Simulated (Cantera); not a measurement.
A closed system holds: 1 mol SiHCl3, 80 mol N2, 4 mol H2, 0.16 mol NH3, held at 13.3 mbar.

These are equilibrium values from Cantera (NASA tables, ideal gas, pure condensed phases), not measurements of a reactor. Candidate condensed phases: NH4Cl, Si, Si3N4; 28 gas species. Rates play no part. All values below are at 1023 K.

Base state: N2 0.927, H2 0.0380, HCl 0.0347, SiCl4 6.93e-5 (mole fractions); condensed: Si3N4(s).

**Question.** What changes in the equilibrium state with this change: SiHCl3 replaced by SiH4?

**Answer.** 
| species | before | after |
|---|---|---|
| N2 | 0.927 | 0.927 |
| H2 | 0.0380 | 0.0729 |
| HCl | 0.0347 | 0 |
| SiCl4 | 6.93e-5 | 0 |
| Si3N4(s), mol | 0.331 | 0.333 |
